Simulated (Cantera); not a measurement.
Charge: 1 mol Al(CH₃)₃, a varied amount of H₂O, 95 mol N₂, at 1248 K and 1330 Pa.

Cantera equilibrium calculation (NASA polynomials, part measured and part estimated; ideal gas, pure solids and liquids). Candidate condensed phases: Al, AlN, Al₂O₃, C, C₆H₆, C₇H₈, C₈H₁₈, H₂O; 148 gas species. The feed counts by its element totals alone. Mutual solubility and eutectic melting of coexisting phases are not modelled. Rates play no part.

log p: log10 of the partial pressure in bar; n: condensed amount in mol.

```json
[
 {"n(H₂O) (mol)": "0.81", "log p N₂": "-1.90", "log p H₂O": "-9.06", "log p H₂": "-3.15", "log p CO": "-4.09", "log p CO₂": "-10.19", "log p HCN": "-6.43", "n AlN(s)": "0.867", "n Al₂O₃(s)": "0.0664", "n C(graphite)": "2.39"},
 {"n(H₂O) (mol)": "1.1", "log p N₂": "-1.90", "log p H₂O": "-9.04", "log p H₂": "-3.13", "log p CO": "-4.09", "log p CO₂": "-10.19", "log p HCN": "-6.42", "n AlN(s)": "0.675", "n Al₂O₃(s)": "0.162", "n C(graphite)": "2.38"},
 {"n(H₂O) (mol)": "1.6", "log p N₂": "-1.90", "log p H₂O": "-9.00", "log p H₂": "-3.10", "log p CO": "-4.09", "log p CO₂": "-10.19", "log p HCN": "-6.41", "n AlN(s)": "(withheld)", "n Al₂O₃(s)": "(withheld)", "n C(graphite)": "2.38"},
 {"n(H₂O) (mol)": "2.3", "log p N₂": "-1.91", "log p H₂O": "-8.85", "log p H₂": "-3.05", "log p CO": "-3.98", "log p CO₂": "-9.97", "log p HCN": "-6.39", "n AlN(s)": "0", "n Al₂O₃(s)": "0.500", "n C(graphite)": "2.20"},
 {"n(H₂O) (mol)": "3.2", "log p N₂": "-1.92", "log p H₂O": "-8.48", "log p H₂": "-3.01", "log p CO": "-3.66", "log p CO₂": "-9.33", "log p HCN": "-6.37", "n AlN(s)": "0", "n Al₂O₃(s)": "0.500", "n C(graphite)": "1.30"},
 {"n(H₂O) (mol)": "4.6", "log p N₂": "-1.93", "log p H₂O": "-4.99", "log p H₂": "-2.95", "log p CO": "-3.43", "log p CO₂": "-5.66", "log p HCN": "-9.55", "n AlN(s)": "0", "n Al₂O₃(s)": "0.500", "n C(graphite)": "0"},
 {"n(H₂O) (mol)": "6.5", "log p N₂": "-1.93", "log p H₂O": "-3.69", "log p H₂": "-2.94", "log p CO": "-3.48", "log p CO₂": "-4.42", "log p HCN": "-10.90", "n AlN(s)": "0", "n Al₂O₃(s)": "0.500", "n C(graphite)": "0"},
 {"n(H₂O) (mol)": "9.1", "log p N₂": "-1.95", "log p H₂O": "(withheld)", "log p H₂": "-2.94", "log p CO": "(withheld)", "log p CO₂": "(withheld)", "log p HCN": "(withheld)", "n AlN(s)": "0", "n Al₂O₃(s)": "0.500", "n C(graphite)": "0"},
 {"n(H₂O) (mol)": "13", "log p N₂": "-1.96", "log p H₂O": "-3.06", "log p H₂": "-2.94", "log p CO": "-3.63", "log p CO₂": "-3.95", "log p HCN": "-11.68", "n AlN(s)": "0", "n Al₂O₃(s)": "0.500", "n C(graphite)": "0"},
 {"n(H₂O) (mol)": "18", "log p N₂": "-1.98", "log p H₂O": "-2.87", "log p H₂": "-2.94", "log p CO": "-3.72", "log p CO₂": "-3.84", "log p HCN": "-11.98", "n AlN(s)": "0", "n Al₂O₃(s)": "0.500", "n C(graphite)": "0"}
]
```

Problem. Fill in the missing entries.

Solution. 
- 1.6, n AlN(s): 0.344
- 1.6, n Al₂O₃(s): 0.328
- 9.1, log p H₂O: -3.32
- 9.1, log p CO: -3.55
- 9.1, log p CO₂: -4.12
- 9.1, log p HCN: -11.32
